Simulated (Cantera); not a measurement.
An adiabatic, constant-pressure homogeneous reactor starts with CH4 : H2 : O2 : N2 = 1 : 0.94 : 1.54 : 5.8 (molar parts), at 1050 K and 1.01 bar.

Cantera simulation using GRI-Mech 3.0 (53 species, 325 reactions); the numbers are that mechanism's predictions, not measurements.

Question: Predict: time of steepest temperature rise; temperature at 0.100 s; equilibrium temperature; x(H2) at 0.100 s; x(O2) at 0.100 s; x(H) at 0.100 s; x(NO2) at 0.100 s; x(HCO) at 0.100 s.

Answer: 
* **time of steepest temperature rise**: 5.72 ms
* **temperature at 0.100 s**: 2454 K
* **equilibrium temperature**: 2454 K
* **x(H2) at 0.100 s**: 0.109 (gas-phase equilibrium 0.109)
* **x(O2) at 0.100 s**: 6.62e-5 (gas-phase equilibrium 6.62e-5)
* **x(H) at 0.100 s**: 0.00674 (gas-phase equilibrium 0.00674)
* **x(NO2) at 0.100 s**: 5.45e-9 (gas-phase equilibrium 5.45e-9)
* **x(HCO) at 0.100 s**: 8.27e-8 (gas-phase equilibrium 8.27e-8)
